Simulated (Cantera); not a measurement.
A closed system holds: 1 mol CHF₃, 0.079 mol HCl, 9.3 mol H₂, at 600 K.

Cantera equilibrium calculation (NASA polynomials, part measured and part estimated; ideal gas, pure solids and liquids). Candidate condensed phases: C, C₆H₆, C₇H₈, C₈H₁₈; 118 gas species. The numbers say what is thermodynamically allowed, not how fast it happens.

What share of the C ends up in condensed phases as a function of P (Pa), at 1, 3.60, 13, 46, 170, 600, 2200, 7700, 28000, 100000?


```
P (Pa)  C condensed (%)           as
------  ---------------  -----------
1                  99.4  C(graphite)
3.60               98.0  C(graphite)
13                 92.8  C(graphite)
46                 76.2  C(graphite)
170                28.9  C(graphite)
600                 0.0            -
2200                0.0            -
7700                0.0            -
28000               0.0            -
100000              0.0            -
```
